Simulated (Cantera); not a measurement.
Charge: 1 mol CH₃SiH₃, 0.026 mol C₃H₈, 3.3 mol H₂, at 825 °C and 3000 Pa.

Method: chemical equilibrium by Gibbs-energy minimisation in Cantera with the NASA 1993 tables (ideal gas, pure condensed phases). Candidate condensed phases: C, C₆H₆, C₇H₈, C₈H₁₈, Si, SiC; 87 gas species. The feed counts by its element totals alone. The numbers say what is thermodynamically allowed, not how fast it happens.

Base state: H₂ 0.999, CH₄ 0.00109 (mole fractions); condensed: C(graphite) + SiC(s).

Question: What changes in the equilibrium state with this change: CH₃SiH₃ replaced by SiH₂Cl₂?

Answer: 
| species | before | after |
|---|---|---|
| H₂ | 0.999 | 0.852 |
| SiCl₄ | 0 | 0.0679 |
| HCl | 0 | 0.0518 |
| SiHCl₃ | 0 | 0.0162 |
| SiCl₂ | 0 | 0.00640 |
| SiCl₃ | 0 | 0.00556 |
| SiH₂Cl₂ | 0 | 0.000465 |
| CH₄ | 0.00109 | 6.79e-7 |
| C(graphite), mol | 0.0710 | 0 |
| SiC(s), mol | 1.00 | 0.0780 |
| Si(s), mol | 0 | 0.442 |
Mutual solubility and eutectic melting of coexisting phases are not modelled. The tables' values for SiCl₃ are old estimates; treat these amounts as uncertain.
